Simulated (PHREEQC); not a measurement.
Consider water at 25 °C with 0.01 mol CO2 per kg of water. Closed to the air; pH follows from the charge balance.

Computed with PHREEQC (ion-association model, phreeqc.dat).

This is a speciation only: nothing precipitates in the calculation.

Q: Predict the pH, ionic strength.

A: pH 4.18; ionic strength 6.71e-5 mol/kgw.

Complexes and solids missing from the database can't appear.
